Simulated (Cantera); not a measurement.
A closed system holds: 1 mol MgCO3, 1.9 mol C, 8.3 mol H2, held at 898.15 K and 13300 Pa.

These are equilibrium values from Cantera (NASA tables, ideal gas, pure condensed phases), not measurements of a reactor. Candidate condensed phases: C, C6H6, C7H8, C8H18, H2O, Mg, MgCO3, MgO, Mg(OH)2; 116 gas species. Rates play no part.

Base state: H2 0.780, CO 0.141, H2O 0.0370, CH4 0.0259, CO2 0.0156 (mole fractions); condensed: C(graphite) + MgO(s).

### Question
What changes in the equilibrium state with this change: temperature from 898.15 K to 2150 K?

### Answer
```
species           before     after
----------------  ------  --------
H2                 0.780     0.666
CO                 0.141     0.236
Mg                 <1e-9    0.0805
CH4               0.0259   3.56e-9
CO2               0.0156  0.000479
H2O               0.0370   0.00690
H                  <1e-9   0.00943
MgH                <1e-9  0.000406
MgOH               <1e-9  0.000124
OH                 <1e-9   1.26e-5
C(graphite), mol    1.15         0
MgO(s), mol         1.00   0.00794
```
The tables' values for MgH are old estimates; treat these amounts as uncertain.

### Question
What changes in the equilibrium state with this change: H2 from 8.3 to 1.6 mol?

### Answer
| species | before | after |
|---|---|---|
| H2 | 0.780 | 0.449 |
| CO | 0.141 | 0.376 |
| CO2 | 0.0156 | 0.110 |
| CH4 | 0.0259 | 0.00858 |
| H2O | 0.0370 | 0.0567 |
| C(graphite), mol | 1.15 | 1.38 |
| MgO(s), mol | 1.00 | 1.00 |
